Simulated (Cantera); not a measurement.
An isothermal, constant-pressure homogeneous reactor starts with 33.3 % H2, 19.6 % O2, 47.1 % N2, at 1325 K and 0.987 atm.

Cantera simulation using GRI-Mech 3.0 (53 species, 325 reactions); the numbers are that mechanism's predictions, not measurements. The temperature is held fixed by assumption; the heat of reaction is taken as removed at once.

One state of this run: x H2 = 3.32e-7; x O2 = 0.0353; x H2O = 0.400; x NO = 1.38e-5; x N2O = 1.11e-7; x OH = 2.00e-5; x HO2 = 2.63e-8. x: mole fraction; the columns are a selection and need not sum to one.

**Question.** Which value of t (s) does it belong to?
(A) 0.900
(B) 0.0687
(C) 0.0124
(D) 2.12

**Answer.** B, 0.0687
